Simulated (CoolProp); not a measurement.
Values from CoolProp's reference Helmholtz-energy equation of state, Wu 2011.

Question: Give the vapour pressure (bar), vapour density (kg/m³), enthalpy of vaporisation (kJ/kg), liquid cp (kJ/(kg K)) of saturated dimethyl ether at 40.05, 49.15, 85.35 °C.

Answer: 
```tsv
T (°C)	p (bar)	vapour density (kg/m³)	enthalpy of vaporisation (kJ/kg)	liquid cp (kJ/(kg K))
40.05	8.91	18.7	377	2.53
49.15	11.2	23.5	361	2.60
85.35	24.8	56.2	282	3.10
```
